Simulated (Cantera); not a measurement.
# Silicon carbide growth: Si(CH3)4 + CH4 + H2

Input: 1 mol Si(CH3)4, 0.02 mol CH4, 1.4 mol H2, held at 458 Torr.

Cantera equilibrium calculation (NASA polynomials, part measured and part estimated; ideal gas, pure solids and liquids). Candidate condensed phases: C, C6H6, C7H8, C8H18, Si, SiC; 87 gas species. Gases not in the tables: Si2H6 and higher silanes. Kinetics and transport are ignored.

From 1277 °C to 2177 °C the condensed part is C(graphite) + SiC(s). The main Si-bearing gas is SiH2 at 1277 °C and Si at 2177 °C.

```
T (°C)   x H2       x H  x C2H2 (acetylene)     x CH4  n C(graphite)  n SiC(s)
------  -----  --------  ------------------  --------  -------------  --------
1277    0.999   4.03e-5             1.60e-5   0.00124           3.01      1.00
1427    0.999  0.000189             7.33e-5  0.000667           3.01     1.000
1577    0.999  0.000689            0.000261  0.000398           3.01     1.000
1727    0.997   0.00208            0.000766  0.000257           3.01     1.000
1877    0.992   0.00538             0.00192  0.000176           2.99     0.999
2027    0.983    0.0123             0.00425  0.000126           2.96     0.997
2177    0.964    0.0253             0.00841   9.24e-5           2.90     0.984
```
x: gas mole fraction; n: condensed amount in mol.
